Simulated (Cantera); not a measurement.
A closed system holds: 1 mol (CH3)2SiCl2, 0.011 mol C2H2, 22 mol H2, equilibrated at 1375 K and 1330 Pa.

These are equilibrium values from Cantera (NASA tables, ideal gas, pure condensed phases), not measurements of a reactor. Candidate condensed phases: C, C6H6, C7H8, C8H18, Si, SiC; 109 gas species. The feed counts by its element totals alone. Equilibrium is a limit: real reactors are often held back by kinetics, nucleation or transport.

Base state: H2 0.923, HCl 0.0767, SiCl2 7.86e-5, CH4 5.65e-5, H 2.85e-5 (mole fractions); condensed: C(graphite) + SiC(s).

Task: What changes in the equilibrium state with this change: temperature from 1375 K to 2275 K?

Result: 
```json
[
 {"species": "H2", "before": "0.923", "after": "0.848"},
 {"species": "H", "before": "2.85e-5", "after": "0.0677"},
 {"species": "HCl", "before": "0.0767", "after": "0.0665"},
 {"species": "Si", "before": "<1e-9", "after": "0.00748"},
 {"species": "SiC2", "before": "<1e-9", "after": "0.000946"},
 {"species": "Si2C", "before": "<1e-9", "after": "0.000562"},
 {"species": "SiH", "before": "<1e-9", "after": "0.000305"},
 {"species": "SiCl", "before": "2.83e-9", "after": "0.000577"},
 {"species": "C(graphite), mol", "before": "1.02", "after": "1.10"},
 {"species": "SiC(s), mol", "before": "0.998", "after": "0.679"}
]
```
The tables' values for SiCl are old estimates; treat these amounts as uncertain. Gases not in the tables: Si2H6 and higher silanes.

Task: What changes in the equilibrium state with this change: temperature from 1375 K to 2148.15 K?

Result: 
```tsv
species	before	after
H2	0.923	0.888
HCl	0.0767	0.0711
H	2.85e-5	0.0340
Si	<1e-9	0.00151
SiC2	<1e-9	0.000118
SiH	<1e-9	8.05e-5
Si2C	<1e-9	7.37e-5
C(graphite), mol	1.02	1.01
SiC(s), mol	0.998	0.917
```
The tables' values for SiCl are old estimates; treat these amounts as uncertain. Gases not in the tables: Si2H6 and higher silanes.
